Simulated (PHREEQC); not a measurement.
Dissolve 0.029 mol/kgw Cu(BF4)2 and 0.0018 mol/kgw H2SO4 at 80 °C. Closed to the air; pH follows from the charge balance.

Computed with PHREEQC (ion-association model, wateq4f.dat).

Task: The ionic strength comes out as 0.0872 mol/kgw. What activity coefficients do SO4-2, BF2(OH)2-, CuF+, HF2-, BF3OH- get?

Result: SO4-2 0.35, BF2(OH)2- 0.73, CuF+ 0.77, HF2- 0.75, BF3OH- 0.73.

Precipitation was switched off in this run. Species that the database lacks are ignored. At this temperature some constants are extrapolated from 25 °C, and those without enthalpy data are left unchanged. Real BF4- forms and hydrolyses slowly; the run takes it at equilibrium.
